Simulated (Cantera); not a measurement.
**Diamond growth**

A diamond (100) surface in a fixed gas of H2 with x(CH4) = 0.019, x(CH3) = 1.9e-05, at 1273 K, 75.0 Torr; coverages are run to steady state.

Model: the Harris–Goodwin 1993 mechanism for the reconstructed diamond (100) surface, integrated in Cantera.

```json
[
 {"x(H)": "0.0001", "growth (µm/h)": "0.0212", "θ c6HH": "0.647", "θ c6H*": "0.0286", "θ c6*H": "0.320", "θ c6**": "0.00448", "θ c6HM": "6.47e-5"},
 {"x(H)": "0.00023", "growth (µm/h)": "0.0643", "θ c6HH": "0.538", "θ c6H*": "0.0369", "θ c6*H": "0.413", "θ c6**": "0.0109", "θ c6HM": "9.14e-5"},
 {"x(H)": "0.00055", "growth (µm/h)": "0.147", "θ c6HH": "0.464", "θ c6H*": "0.0423", "θ c6*H": "0.473", "θ c6**": "0.0207", "θ c6HM": "0.000117"},
 {"x(H)": "0.0013", "growth (µm/h)": "0.268", "θ c6HH": "0.424", "θ c6H*": "0.0447", "θ c6*H": "0.500", "θ c6**": "0.0301", "θ c6HM": "0.000134"},
 {"x(H)": "0.003", "growth (µm/h)": "0.445", "θ c6HH": "0.406", "θ c6H*": "0.0458", "θ c6*H": "0.512", "θ c6**": "0.0365", "θ c6HM": "0.000137"},
 {"x(H)": "0.007", "growth (µm/h)": "0.735", "θ c6HH": "0.397", "θ c6H*": "0.0463", "θ c6*H": "0.516", "θ c6**": "0.0401", "θ c6HM": "0.000125"},
 {"x(H)": "0.016", "growth (µm/h)": "1.15", "θ c6HH": "0.393", "θ c6H*": "0.0467", "θ c6*H": "0.518", "θ c6**": "0.0418", "θ c6HM": "9.83e-5"},
 {"x(H)": "0.039", "growth (µm/h)": "1.67", "θ c6HH": "0.391", "θ c6H*": "0.0472", "θ c6*H": "0.518", "θ c6**": "0.0428", "θ c6HM": "6.29e-5"},
 {"x(H)": "0.09", "growth (µm/h)": "2.07", "θ c6HH": "0.391", "θ c6H*": "0.0483", "θ c6*H": "0.518", "θ c6**": "0.0435", "θ c6HM": "3.50e-5"}
]
```
θ: site fractions in the mechanism's names (c6HH fully hydrogenated, c6H* and c6*H radical sites, c6** diradical, c6HM methylated).
